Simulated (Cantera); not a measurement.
## Catalytic stagnation flow on Pt

A jet of CH₄ : O₂ : N₂ = 0.02 : 0.055 : 0.79 (molar parts), equivalence ratio 0.73 at 300 K and 0.270 bar hits a platinum plate 4.9 cm away at a mass flux of 0.15 kg/m²/s; the plate temperature is set and raised in steps from an oxygen-covered start.

Cantera simulation using Deutschmann's 1995 Pt surface mechanism with GRI-Mech 3.0 gas chemistry; the numbers are that mechanism's predictions, not measurements. Catalytic surfaces can have several steady states; this one follows from the mechanism file's or the stated starting coverage.

| plate T (K) | wall x CH₄ | wall x O₂ | wall x H₂O | wall x OH | wall x CO | wall x CO₂ | θ free Pt | θ O* | θ OH* |
|---|---|---|---|---|---|---|---|---|---|
| 900 | 0.0118 | 0.0397 | 0.0210 | 1.77e-8 | 4.52e-6 | 0.0138 | 0.199 | 0.799 | 0.00200 |
| 950 | 0.00779 | 0.0311 | 0.0285 | 5.38e-8 | 4.20e-6 | 0.0187 | 0.276 | 0.721 | 0.00213 |
| 1000 | 0.00524 | 0.0258 | 0.0332 | 1.40e-7 | 3.90e-6 | 0.0218 | 0.355 | 0.643 | 0.00204 |
| 1050 | 0.00373 | 0.0226 | 0.0359 | 3.27e-7 | 3.76e-6 | 0.0236 | 0.432 | 0.566 | 0.00186 |
| 1100 | 0.00281 | 0.0207 | 0.0375 | 6.98e-7 | 3.78e-6 | 0.0247 | 0.504 | 0.494 | 0.00165 |
x: mole fraction at the wall; θ: surface coverage.
